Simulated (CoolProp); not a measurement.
n-octane along the isotherm 620 K: density (kg/m³) from the reference equation and from simpler models built on Tc = 568.7 K, pc = 2.484 MPa, ω = 0.398; each cubic takes its own stable root.

Computed with CoolProp (reference Helmholtz-energy equation of state, Beckmüller 2019).

| p (MPa) | phase | reference | ideal gas | van der Waals | Soave-Redlich-Kwong |
|---|---|---|---|---|---|
| 0.466 | gas | 10.88 | 10.33 | 10.83 | 10.84 |
| 0.931 | gas | 23.04 | 20.63 | 22.86 | 22.85 |
| 1.4 | gas | 36.98 | 31.02 | 36.66 | 36.49 |
| 1.86 | gas | 52.82 | 41.22 | 52.58 | 51.85 |
| 2.33 | gas | 72.09 | 51.63 | 72.80 | 70.28 |
| 2.79 | supercritical | 95.29 | 61.82 | 100.0 | 92.07 |
| 3.26 | supercritical | 125.8 | 72.24 | 145.5 | 119.6 |
| 3.73 | supercritical | 166.7 | 82.65 | 193.4 | 152.8 |
